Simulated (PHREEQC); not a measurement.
PHREEQC input (ion-association model, wateq4f.dat):

```
SOLUTION_SPECIES
  2 NO3- + 12 H+ + 10 e- = N2 + 6 H2O  # shut off: nitrate stays nitrate
    -log_k -100
    -delta_h 0
    -analytic -100
SOLUTION 1
  temp 25
  units mol/kgw
  pH 7 charge
  S(6) 0.012035
  Ni 0.012
  Na 7e-05
SOLUTION 2
  temp 25
  units mol/kgw
  pH 7 charge
  N(5) 0.0064
  Ni 0.0045
  S(6) 0.0003
  Na 0.0006
  Cl 0.0026
END
SELECTED_OUTPUT 1
  -reset false
  -pH true
  -pe true
  -ionic_strength true
  -water true
  -totals Cl N Na Ni S N(5) N(3) N(0) N(-3) S(-2)
    S(6)
  -molalities H+ Cl- NO3- Na+ Ni+2 SO4-2 NH3 NaSO4- HSO4- H2S
    HS- S-2 O2 NH4+ NH4SO4- OH- NO2- NiCl+ NiOH+ Ni(OH)2
    Ni(OH)3- NiSO4 NiCl2 Ni(SO4)2-2
  -equilibrium_phases Ni(OH)2 Ni4(OH)6SO4 Halite Mirabilite Morenosite
PRINT
  -reset false
MIX 1
  1 1
  2 0
EQUILIBRIUM_PHASES 1
  Ni(OH)2 0 0
  Ni4(OH)6SO4 0 0
  Halite 0 0
  Mirabilite 0 0
  Morenosite 0 0
  O2(g) -0.68 10
END
# ... the last block is repeated for the other 10 points of share of solution B
```

Selected output (columns that matter, 11 of 11 rows; share of solution B added in front):

```
share of solution B	pH	mu	Cl	N	Na	Ni	S	m_H+	m_Cl-	m_NO3-	m_Na+	m_Ni+2	m_SO4-2	m_OH-
0	6.1831	0.033786	0	0	7e-05	0.012	0.012035	7.5441e-07	0	0	6.8517e-05	0.0084205	0.0084531	1.8232e-08
0.1	6.1844	0.031946	0.00026	0.00064	0.000123	0.01125	0.010862	7.5033e-07	0.00025734	0.00064	0.0001206	0.0080521	0.0076633	1.8211e-08
0.2	6.1858	0.030084	0.00052	0.00128	0.000176	0.0105	0.009688	7.4593e-07	0.00051484	0.00128	0.00017287	0.0076785	0.0068682	1.8191e-08
0.3	6.1873	0.028199	0.00078	0.00192	0.000229	0.00975	0.0085145	7.4119e-07	0.00077251	0.00192	0.00022533	0.007299	0.0060672	1.8173e-08
0.4	6.189	0.026289	0.00104	0.00256	0.000282	0.009	0.007341	7.3605e-07	0.0010304	0.00256	0.00027801	0.006913	0.0052597	1.8156e-08
0.5	6.1909	0.024349	0.0013	0.0032	0.000335	0.00825	0.0061675	7.3044e-07	0.0012884	0.0032	0.00033091	0.0065198	0.0044451	1.8142e-08
0.6	6.193	0.022377	0.00156	0.00384	0.000388	0.0075	0.004994	7.2426e-07	0.0015466	0.00384	0.00038406	0.0061186	0.0036224	1.8132e-08
0.7	6.1954	0.020369	0.00182	0.00448	0.000441	0.00675	0.0038205	7.1743e-07	0.0018051	0.00448	0.00043747	0.0057082	0.0027906	1.8126e-08
0.8	6.1982	0.018319	0.00208	0.00512	0.000494	0.006	0.002647	7.0979e-07	0.0020638	0.00512	0.00049116	0.0052874	0.0019482	1.8124e-08
0.9	6.2014	0.01622	0.00234	0.00576	0.000547	0.00525	0.0014735	7.0116e-07	0.0023228	0.00576	0.00054519	0.0048543	0.0010937	1.813e-08
1	6.2051	0.014064	0.0026	0.0064	0.0006	0.0045	0.0003	6.9129e-07	0.0025821	0.0064	0.00059958	0.0044067	0.00022479	1.8143e-08
```

Complexes and solids missing from the database can't appear.
